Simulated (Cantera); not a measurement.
**Ammonia decomposition in nitride growth gas**

An isothermal, constant-pressure homogeneous reactor starts with NH₃ : N₂ = 1 : 0.18 (molar parts), at 2000 K and 101000 Pa.

Cantera simulation using the gas-phase N/H chemistry of the illustrative SiF4/NH3 mechanism in the Surface Chemkin manual (1991); the numbers are that mechanism's predictions, not measurements. Walls and surfaces, which speed up NH3 decomposition in real reactors, are not modelled.

| t (s) | x NH₃ | x N₂H₂ | x H | x N₂ | x NH | x N₂H₄ | x H₂ |
|---|---|---|---|---|---|---|---|
| 1.00e-6 | 0.847 | 2.44e-10 | 4.62e-7 | 0.153 | 8.85e-10 | 1.24e-10 | 8.64e-6 |
| 5.37e-6 | 0.847 | 1.92e-8 | 4.65e-7 | 0.153 | 4.69e-8 | 4.29e-9 | 4.85e-5 |
| 2.89e-5 | 0.847 | 8.40e-7 | 5.89e-7 | 0.153 | 1.72e-6 | 1.19e-7 | 0.000282 |
| 0.000155 | 0.843 | 6.86e-6 | 2.64e-6 | 0.153 | 7.94e-6 | 8.03e-7 | 0.00295 |
| 0.000833 | 0.820 | 6.82e-6 | 1.22e-5 | 0.157 | 9.56e-6 | 7.46e-7 | 0.0212 |
| 0.00447 | 0.714 | 5.31e-6 | 5.55e-5 | 0.177 | 1.21e-5 | 5.20e-7 | 0.108 |
| 0.0240 | 0.381 | 2.09e-6 | 0.000224 | 0.240 | 1.17e-5 | 2.02e-7 | 0.378 |
| 0.129 | 0.0431 | 1.31e-7 | 0.000739 | 0.304 | 5.31e-6 | 9.45e-9 | 0.652 |
| 0.693 | 0.00118 | 4.21e-10 | 0.00133 | 0.311 | 4.35e-7 | 2.09e-11 | 0.686 |
| 3.72 | 0.000151 | 7.66e-12 | 0.00135 | 0.312 | 5.66e-8 | <1e-12 | 0.687 |
| 20.0 | 2.69e-5 | <1e-12 | 0.00135 | 0.312 | 1.01e-8 | <1e-12 | 0.687 |
x: mole fraction; the columns are a selection and need not sum to one.

Equilibrium at this temperature and pressure: NH₃ 6.45e-6, N₂H₂ <1e-12, H 0.00135, N₂ 0.312, NH 2.42e-9, N₂H₄ <1e-12, H₂ 0.687 (gas phase only).
